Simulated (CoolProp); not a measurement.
Properties of dodecamethylpentasiloxane (MD3M) along the isobar 1.04 MPa (Tc = 628.0 K, pc = 0.9540 MPa, ω = 0.730).

Model: reference Helmholtz-energy equation of state, Thol 2019, in CoolProp.

| T (K) | phase | density (kg/m³) | cp (kJ/(kg K)) | Joule-Thomson coefficient (K/MPa) | isothermal compressibility (1/MPa) | fugacity coefficient |
|---|---|---|---|---|---|---|
| 315.2 | liquid | 854.9 | 1.748 | -0.4335 | 0.001713 | 3.255e-5 |
| 338.6 | liquid | 832.5 | 1.802 | -0.4063 | 0.002053 | 0.0001776 |
| 362.1 | liquid | 809.8 | 1.853 | -0.3771 | (withheld) | 0.0007322 |
| 385.5 | liquid | 787.0 | 1.903 | -0.3450 | 0.003029 | 0.002388 |
| 409 | liquid | 763.5 | 1.952 | (withheld) | 0.003740 | 0.006507 |
| 432.4 | liquid | 739.5 | 2.000 | -0.2647 | 0.004678 | 0.01519 |
| 455.9 | liquid | 714.6 | 2.049 | -0.2117 | 0.005959 | 0.03143 |
| 479.3 | liquid | 688.7 | 2.098 | -0.1447 | 0.007754 | 0.05845 |
| 502.8 | liquid | 661.2 | 2.148 | -0.05537 | 0.01041 | 0.09984 |
| 526.2 | liquid | 631.6 | 2.201 | 0.07040 | 0.01454 | 0.1580 |
| 549.7 | liquid | 598.9 | 2.260 | 0.2649 | 0.02164 | 0.2349 |
| 573.1 | liquid | 561.4 | 2.329 | 0.6049 | 0.03565 | 0.3298 |
| 596.6 | liquid | 514.4 | 2.431 | 1.363 | 0.07228 | 0.4408 |
| 620 | liquid | 441.8 | 2.698 | 4.478 | 0.2735 | (withheld) |

**Question.** Some entries are withheld; supply them.

**Answer.** 
- 362.1, isothermal compressibility (1/MPa): 0.002483
- 409, Joule-Thomson coefficient (K/MPa): -0.3081
- 620, fugacity coefficient: 0.5609
